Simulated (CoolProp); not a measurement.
Computed with CoolProp (reference Helmholtz-energy equation of state, Lemmon 2005). It is a short technical equation, of lower accuracy than the large ones.

Give the vapour pressure (bar), liquid density (kg/m³), vapour density (kg/m³), liquid cp (kJ/(kg K)) of saturated cis-2-butene at 333.1, 378.9 K.


```json
[
 {"T (K)": "333.1", "p (bar)": "5.78", "liquid density (kg/m³)": "571", "vapour density (kg/m³)": "13.5", "liquid cp (kJ/(kg K))": "2.43"},
 {"T (K)": "378.9", "p (bar)": "15.9", "liquid density (kg/m³)": "500", "vapour density (kg/m³)": "38.5", "liquid cp (kJ/(kg K))": "2.85"}
]
```
